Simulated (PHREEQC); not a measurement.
0.1 g of hydrous ferric oxide (600 m²/g; 0.2 weak and 0.005 strong sites per Fe, Dzombak-Morel constants, diffuse double layer) in 1 kg of water with 0.1 mol/kgw of an inert sodium salt, at 25 °C; the pH is set by adding NaOH or the inert anion's acid. O2 is buffered at 0.21 atm. No CO2 enters from the air. Nothing may precipitate in this run.

Equilibrium calculation in PHREEQC: ion-association model, wateq4f.dat.

```csv
pH,surface charge σ (C/m²),surface potential ψ (mV)
3,0.363,153
3.67,0.342,150
4.33,…,142
5,0.215,…
5.67,0.142,105
6.33,0.085,81
7,…,52
7.67,0.016,21
8.33,-0.008,-11
9,…,…
9.67,…,-72
10.33,-0.121,-97
11,-0.190,-120
```

Question: Some entries are withheld; supply them.

Answer: 
- 4.33, surface charge σ (C/m²): 0.291
- 5, surface potential ψ (mV): 126
- 7, surface charge σ (C/m²): 0.045
- 9, surface charge σ (C/m²): -0.034
- 9, surface potential ψ (mV): -42
- 9.67, surface charge σ (C/m²): -0.071

Complexes and solids missing from the database can't appear. The oxide is taken as insoluble; below pH 4 it would dissolve.
